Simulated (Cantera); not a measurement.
Charge: 1 mol CH4, 1.2 mol H2O, 0.97 mol N2, equilibrated at 450 °C.

Cantera equilibrium calculation (NASA polynomials, part measured and part estimated; ideal gas, pure solids and liquids). Candidate condensed phases: C, C6H6, C7H8, C8H18, H2O; 136 gas species. The ideal-gas law is rough above about 30 bar. Rates play no part.

Question: Which condensed phases are stable at each of these points (P (Pa)): 10, 56, 320, 1800, 10000, 56000, 320000, 1800000, 10000000?

Answer: 
| P (Pa) | condensed phases | C condensed (%) |
|---|---|---|
| 10 | gas only | 0.0 |
| 56 | gas only | 0.0 |
| 320 | C(graphite) | 21.8 |
| 1800 | C(graphite) | 37.6 |
| 10000 | C(graphite) | 30.1 |
| 56000 | C(graphite) | 6.8 |
| 320000 | gas only | 0.0 |
| 1800000 | gas only | 0.0 |
| 10000000 | gas only | 0.0 |

From 10.0 Pa to 56.0 Pa nothing is condensed. From 3.20 mbar to 0.560 bar the condensed part is C(graphite). From 3.20 bar to 100 bar nothing is condensed.
